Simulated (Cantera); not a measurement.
Charge: 1 mol SiH4, 5.1 mol H2O, 20 mol O2, held at 12.0 Pa.

Equilibrium computed with Cantera from the NASA thermochemical tables; the gas is ideal and each condensed phase is pure. Candidate condensed phases: H2O, Si, SiO2; 18 gas species. The tables hold silica as quartz up to 1696 K and as liquid above; real silica turns to tridymite and cristobalite and melts near 1996 K. The numbers say what is thermodynamically allowed, not how fast it happens.

Problem. Which condensed phases are stable at each of these points (T (K)): 500, 700, 900, 1100, 1300, 1500, 1700, 1900, 2100?

Solution. 
| T (K) | condensed phases | Si condensed (%) |
|---|---|---|
| 500 | SiO2(α-quartz) | 100.0 |
| 700 | SiO2(α-quartz) | 100.0 |
| 900 | SiO2(β-quartz) | 100.0 |
| 1100 | SiO2(β-quartz) | 100.0 |
| 1300 | SiO2(β-quartz) | 100.0 |
| 1500 | SiO2(β-quartz) | 100.0 |
| 1700 | SiO2(condensed) | 100.0 |
| 1900 | SiO2(condensed) | 94.8 |
| 2100 | gas only | 0.0 |

From 500 K to 700 K the condensed part is SiO2(α-quartz). From 900 K to 1500 K the condensed part is SiO2(β-quartz). From 1700 K to 1900 K the condensed part is SiO2(condensed). At 2100 K nothing is condensed.
